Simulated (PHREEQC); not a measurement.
Consider water at 25 °C with 15 mmol/kgw CuSO4, 5.4 mmol/kgw H2SO4 and 21 mmol/kgw NaCl. Closed to the air; pH follows from the charge balance.

All values are PHREEQC results (ion-association model, wateq4f.dat), not measurements.

**Question.** The ionic strength comes out as 0.0706 mol/kgw. What activity coefficients do CuCl+, Cl-, NaSO4-, Na+, Cu+2 get?

**Answer.** CuCl+ 0.79, Cl- 0.79, NaSO4- 0.81, Na+ 0.80, Cu+2 0.44.

Precipitation was switched off in this run. Species that the database lacks are ignored.
